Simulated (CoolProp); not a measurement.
Sulfur hexafluoride at 293.15 K and 1.34 MPa flows at 0.085 m/s in a round tube of 1 mm bore and 15 µm roughness, fully developed (64/Re and Nu = 3.66 if laminar; Colebrook and Gnielinski if turbulent). Each further row changes one setting.

Computed with CoolProp (reference Helmholtz-energy equation of state, Guder 2009).

| case | Reynolds number | Darcy friction factor | pressure drop (Pa/m) | heat-transfer coefficient (W/(m² K)) | mass flow (kg/h) |
|---|---|---|---|---|---|
| as stated | 538 | 0.119 | 42.3 | 50.2 | 0.0237 |
| velocity 0.17 m/s | 1080 | 0.0595 | 84.6 | 50.2 | 0.0473 |
| diameter 2 mm | 1080 | 0.0595 | 10.6 | 25.1 | 0.0947 |

Viscosity comes from a separate model (Quiñones-Cisneros 2012). Thermal conductivity comes from a separate model (Assael 2012).
